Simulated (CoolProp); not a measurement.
Properties of toluene at several states.

Computed with CoolProp (reference Helmholtz-energy equation of state, Lemmon 2006). It is a short technical equation, of lower accuracy than the large ones.

```tsv
T (K)	p (MPa)	phase	density (kg/m³)	cv (kJ/(kg K))	expansivity (1/kK)	conductivity (mW/(m K))	Prandtl number
393	8.11	liquid	780.9	1.562	1.237	109	4.64
602.7	3.58	gas	108.7	2.178	8.671	48.6	0.960
395.9	1.42	liquid	768.5	1.569	1.355	105	4.50
428.8	0.868	liquid	731.7	1.671	1.560	96.9	4.13
```

Viscosity comes from a separate model (Avgeri 2015). Thermal conductivity comes from a separate model (Assael 2012).
